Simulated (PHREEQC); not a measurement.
# Reverse-osmosis permeate: an equilibrium model

A made-up water analysis in mg/L, 25 °C, pH 5.81, pe 10.4:

```tsv
constituent	mg/L
Na	1.42
K	2.53
Ca	0.031
Mg	0.135
Cl	3.98
S(6) as SO4	1.63
Alkalinity as HCO3	3.01
Pb	0.117
Si as SiO2	0.0335
O(0) (dissolved oxygen)	0.0211
```

Valence states are taken as typed.

Model: ion-association model, wateq4f.dat, run in PHREEQC.

No solid was allowed to form.

### Question
Estimate the charge-balance error.

### Answer
charge-balance error -16.3 %.

### Question
In which forms is Pb present?

### Answer
Pb+2 92 %, PbHCO3+ 3.5 %, PbCO3 2.3 %, PbOH+ 1.1 %, PbSO4 0.8 % of the Pb.
